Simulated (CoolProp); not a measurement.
Properties of normal hydrogen along the isobar 1.34 MPa.

The numbers come from the reference Helmholtz-energy equation of state, Leachman 2009 in CoolProp.

| T (K) | phase | density (kg/m³) | Joule-Thomson coefficient (K/MPa) | viscosity (µPa s) | fugacity coefficient |
|---|---|---|---|---|---|
| 25.1 | liquid | 66.69 | ? | 10.4 | 0.2367 |
| 41 | supercritical | 10.07 | 5.886 | 2.31 | 0.8185 |
| 56.8 | supercritical | 6.152 | 3.565 | 2.84 | 0.9316 |
| 72.6 | supercritical | 4.599 | 2.361 | 3.36 | ? |
| 88.4 | supercritical | 3.708 | 1.609 | 3.85 | 0.9905 |
| 104.3 | supercritical | 3.115 | 1.103 | 4.32 | 0.9995 |
| 120.1 | supercritical | 2.693 | 0.7539 | ? | 1.004 |
| 135.9 | supercritical | 2.374 | 0.5048 | 5.19 | 1.007 |
| 151.7 | supercritical | 2.124 | ? | 5.60 | 1.008 |
| 167.6 | supercritical | 1.922 | 0.1822 | 5.99 | 1.009 |
| 183.4 | supercritical | 1.756 | 0.07453 | 6.38 | 1.009 |
| 199.2 | supercritical | 1.616 | -0.01128 | 6.75 | 1.009 |
| 215 | supercritical | 1.498 | -0.08115 | ? | 1.009 |
| 230.9 | supercritical | 1.395 | -0.1394 | 7.47 | 1.009 |

Problem. Complete the blanks.

Solution. 
- 25.1, Joule-Thomson coefficient (K/MPa): -0.5779
- 72.6, fugacity coefficient: 0.9725
- 120.1, viscosity (µPa s): 4.76
- 151.7, Joule-Thomson coefficient (K/MPa): 0.3217
- 215, viscosity (µPa s): 7.11

Viscosity comes from a separate model (Muzny 2013).
